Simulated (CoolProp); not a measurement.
A single-stage vapour-compression cycle with isobutane: evaporating at 238.15 K (dew point), condensing at 275.15 K (bubble point), superheat 2 K, subcooling 8 K, compressor efficiency 0.65, no pressure losses. Each further row changes one setting.

Computed with CoolProp (reference Helmholtz-energy equation of state, Bücker 2006).

```tsv
case	cooling COP	pressure ratio	discharge temperature (K)	refrigerating effect (kJ/kg)	volumetric capacity (kJ/m³)
as stated	3.86	4.58	297.7	324	354
evaporating temperature 243.15 K	4.64	?	?	331	450
condensing temperature 270.15 K	?	?	?	336	366
subcooling 13 K	4.00	4.58	297.7	335	366
superheat 12 K	3.87	4.58	308.1	339	354
compressor efficiency 0.55	3.27	4.58	306.5	324	354
```

**Question.** Complete the blanks.

**Answer.** 
- evaporating temperature 243.15 K, pressure ratio: 3.61
- evaporating temperature 243.15 K, discharge temperature (K): 294.1
- condensing temperature 270.15 K, cooling COP: 4.55
- condensing temperature 270.15 K, pressure ratio: 3.83
- condensing temperature 270.15 K, discharge temperature (K): 290.9
